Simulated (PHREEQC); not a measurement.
Model water analysis in mg/kgw, 25 °C, pH 6.3, pe 8.2: Na 58.9; K 226; Ca 257; Mg 14.6; Cl 306; S(6) as SO4 588; Alkalinity as HCO3 131; Pb 14.6.

Valence states are taken as typed.

Computed with PHREEQC (ion-association model, phreeqc.dat).

ionic strength: 0.0301 mol/kgw
specific conductance: 2280 µS/cm
charge-balance error: -1.3 %

| species | molality | activity | log γ |
|---|---|---|---|
| Cl- | 0.00863 | 0.00730 | -0.073 |
| K+ | 0.00568 | 0.00480 | -0.073 |
| Ca+2 | 0.00514 | 0.00276 | -0.270 |
| SO4-2 | 0.00464 | 0.00246 | -0.276 |
| Na+ | 0.00253 | 0.00216 | -0.069 |
| HCO3- | 0.00200 | 0.00171 | -0.068 |
| CO2 | 0.00192 | 0.00193 | 0.003 |

This is a speciation only: nothing precipitates in the calculation. Saturation is exceeded, for instance for Cerussite, Anglesite; the values hold only as long as no solid forms.
